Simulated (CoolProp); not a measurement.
A closed Brayton cycle with carbon dioxide: compressor inlet 324.15 K and 9.6 MPa, high pressure 21.2 MPa, turbine inlet 805 K, compressor efficiency 0.89, turbine efficiency 0.9, recuperator effectiveness 0.95 (on enthalpy, no pinch check). Each further row changes one setting.

The numbers come from the reference Helmholtz-energy equation of state, Span 1996 in CoolProp.

```csv
case,thermal efficiency (%),net work (kJ/kg),compressor to turbine work,compressor exit (K),turbine exit (K)
as stated,(withheld),71.5,0.31,378.9,710.6
turbine inlet 755 K,32.9,64.2,(withheld),378.9,664.0
compressor inlet 334.15 K,34.1,64.8,(withheld),398.2,710.6
high pressure 18 MPa,(withheld),58.9,0.29,367.5,729.7
recuperator effectiveness 0.5,(withheld),71.5,0.31,378.9,710.6
```

### Question
Complete the blanks.

### Answer

- as stated, thermal efficiency (%): 34.8
- turbine inlet 755 K, compressor to turbine work: 0.33
- compressor inlet 334.15 K, compressor to turbine work: 0.37
- high pressure 18 MPa, thermal efficiency (%): 33.1
- recuperator effectiveness 0.5, thermal efficiency (%): 18.7
